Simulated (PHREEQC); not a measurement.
1 kg of water holding 0.22 mol K2CO3 meets 20 L of dry gas (N2 1 by moles) at fixed total pressure, at 80 °C; fugacities by Peng-Robinson. The gases take part in no redox reaction, some water evaporates into the gas, and hydrates or a liquid gas phase aren't modelled. Precipitation was switched off in this run.

The numbers come from PHREEQC with the ion-association model, phreeqc.dat.

Question: Predict dissolved N2 (mol/kgw) at P (atm) = 2, 300.

Answer: 
| P (atm) | dissolved N2 (mol/kgw) |
|---|---|
| 2 | 0.000603 |
| 300 | 0.0924 |

Away from 25 °C the constants follow the database's enthalpies or fits; those with neither stay at their 25 °C values.
